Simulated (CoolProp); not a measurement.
The numbers come from the reference Helmholtz-energy equation of state, Thol 2016 in CoolProp.

Question: For hexamethyldisiloxane (MM), give the phase and the Z, speed of sound (m/s), isothermal compressibility (1/MPa), expansivity (1/kK) at 176.55 °C and 18.2 bar; 183.55 °C and 18.2 bar.

Answer: 
- 176.55 °C and 18.2 bar: liquid; Z 0.137, speed of sound 395, isothermal compressibility 0.0136, expansivity 2.78
- 183.55 °C and 18.2 bar: liquid; Z 0.137, speed of sound 371, isothermal compressibility 0.0158, expansivity 2.99
